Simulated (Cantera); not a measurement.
Silicon nitride deposition: trisilylamine + NH₃ + H₂

Feed: 1 mol trisilylamine, 24 mol NH₃, 0.48 mol H₂.

Equilibrium computed with Cantera from the NASA thermochemical tables; the gas is ideal and each condensed phase is pure. Candidate condensed phases: Si, Si₃N₄; 18 gas species. The feed counts by its element totals alone. Rates play no part.

Stable condensed phases:

```
T in K \ P in Pa
              5     26    140    710   3700  19000 100000
   2073       A      A      A      B      B      B      B
   1973       A      A      B      B      B      B      C
   1873       A      B      B      B      B      C      C
   1773       B      B      B      B      C      C      C
   1673       B      B      B      C      C      C      C
   1573       B      B      C      C      C      C      C
   1473       B      C      C      C      C      C      C
   1373       C      C      C      C      C      C      C
   1273       C      C      C      C      C      C      C
   1173       C      C      C      C      C      C      C
   1073       C      C      C      C      C      C      C
    973       C      C      C      C      C      C      C
    873       C      C      C      C      C      C      C
```

A: gas only; B: Si; C: Si₃N₄.
